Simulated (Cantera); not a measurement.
Charge: 1 mol Si, 1 mol N2O, 700 mol H2, at 1225 °C and 1.00 bar.

Cantera equilibrium calculation (NASA polynomials, part measured and part estimated; ideal gas, pure solids and liquids). Candidate condensed phases: H2O, Si, SiO2, Si2N2O, Si3N4; 35 gas species. Mutual solubility and eutectic melting of coexisting phases are not modelled. The tables hold silica as quartz up to 1696 K and as liquid above; real silica turns to tridymite and cristobalite and melts near 1996 K. Equilibrium is a limit: real reactors are often held back by kinetics, nucleation or transport.

Base state: H2 0.999, N2 0.000933, H2O 7.49e-5, SiO 2.17e-5, H 1.72e-5 (mole fractions); condensed: SiO2(β-quartz) + Si2N2O(s).

**Question.** What changes in the equilibrium state with this change: temperature from 1225 °C to 1800 °C?

**Answer.** 
```json
[
 {"species": "H2", "before": "0.999", "after": "0.995"},
 {"species": "H", "before": "1.72e-5", "after": "0.00262"},
 {"species": "N2", "before": "0.000933", "after": "0.00142"},
 {"species": "SiO", "before": "2.17e-5", "after": "0.00141"},
 {"species": "H2O", "before": "7.49e-5", "after": "1.60e-5"},
 {"species": "SiO2(β-quartz), mol", "before": "0.293", "after": "0"},
 {"species": "Si2N2O(s), mol", "before": "0.346", "after": "0"}
]
```
